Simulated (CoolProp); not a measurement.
Vapour-liquid equilibrium of n-butane (1) + R245fa (2) at 937 kPa; x and y are mole fractions of (1).

Computed with CoolProp (multi-fluid Helmholtz-energy mixture model, Bücker 2006 and Akasaka 2015; pair parameters Bell 2016).

Question: Give the bubble temperature and the first vapour's composition at x = 0.125, 0.275, 0.95. Is there an azeotrope?

Answer: x = 0.125: 349.2 K, y = 0.286; x = 0.275: 342.7 K, y = 0.452; x = 0.95: 345.8 K, y = 0.890. y crosses x between x = 0.575 and 0.65: the model has an azeotrope there.

The pair parameters rest on a limited set of measurements; away from them the model extrapolates.
